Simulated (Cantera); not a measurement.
## Silicon epitaxy and polysilicon growth: SiHCl₃ + Cl₂ + N₂

Input: 1 mol SiHCl₃, 0.2 mol Cl₂, 280 mol N₂, equilibrated at 6.98 Torr.

Equilibrium computed with Cantera from the NASA thermochemical tables; the gas is ideal and each condensed phase is pure. Candidate condensed phases: NH₄Cl, Si, Si₃N₄; 28 gas species. N₂ is the only nitrogen source here; it is nearly inert below about 1500 K, so the nitride shown seldom forms there in practice. The tables' values for SiCl₃ are old estimates; treat these amounts as uncertain. Rates play no part.

```
T (°C)  log p N₂  log p HCl  log p SiCl₂  log p SiCl₄  log p Cl  log p SiCl₃  log p H₂  log p H  n Si₃N₄(s)
------  --------  ---------  -----------  -----------  --------  -----------  --------  -------  ----------
575        -2.03      -4.50       -11.02        -4.69    -12.18        -8.78     -6.08   -13.76       0.129
725        -2.03      -4.50        -8.40        -4.70    -10.08        -7.24     -6.23   -11.78       0.130
875        -2.03      -4.49        -6.49        -4.71     -8.53        -6.12     -6.32   -10.31       0.127
1025       -2.03      -4.49        -5.10        -4.89     -7.38        -5.38     -6.32    -9.13      0.0807
1175       -2.03      -4.49        -4.62        -5.39     -6.34        -5.29     -6.55    -8.31           0
1325       -2.03      -4.48        -4.57        -5.73     -5.29        -5.35     -7.14    -7.84           0
1475       -2.04      -4.49        -4.50        -6.96     -4.92        -5.86     -6.66    -6.97           0
```
log p: log10 of the partial pressure in bar; n: condensed amount in mol.

From 575 °C to 1025 °C the condensed part is Si₃N₄(s). From 1175 °C to 1475 °C nothing is condensed. The main Si-bearing gas is SiCl₄ at 575 °C and SiCl₂ at 1475 °C.
